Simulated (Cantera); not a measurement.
# NO annealing gas

A perfectly stirred reactor is fed with NO : N2 = 1 : 11 (molar parts), at 20.0 Torr; it is held at 2200 K, and followed from long to short residence time.

Model: GRI-Mech 3.0 (53 species, 325 reactions), integrated in Cantera. Radical loss at walls, strong at low pressure, is not modelled.

```
τ (s)     x NO       x O    x NO2    x N2O   x N2      x O2
------  ------  --------  -------  -------  -----  --------
1.7     0.0521   0.00186  2.82e-6  1.11e-6  0.931    0.0146
0.98    0.0658   0.00135  2.60e-6  1.87e-6  0.925   0.00804
0.55    0.0758  0.000846  1.86e-6  2.64e-6  0.920   0.00331
0.31    0.0805  0.000484  1.12e-6  3.13e-6  0.918   0.00115
0.18    0.0822  0.000280  6.48e-7  3.34e-6  0.917  0.000397
0.10    0.0829  0.000154  3.54e-7  3.39e-6  0.917  0.000124
0.057   0.0832   8.72e-5  1.98e-7  3.34e-6  0.917   4.01e-5
0.032   0.0833   4.79e-5  1.07e-7  3.19e-6  0.917   1.24e-5
0.018   0.0833   2.59e-5  5.70e-8  2.92e-6  0.917   3.78e-6
0.010   0.0833   1.35e-5  2.90e-8  2.52e-6  0.917   1.10e-6
0.0059  0.0833   7.41e-6  1.52e-8  2.07e-6  0.917   3.55e-7
```
x: mole fraction; the columns are a selection and need not sum to one.
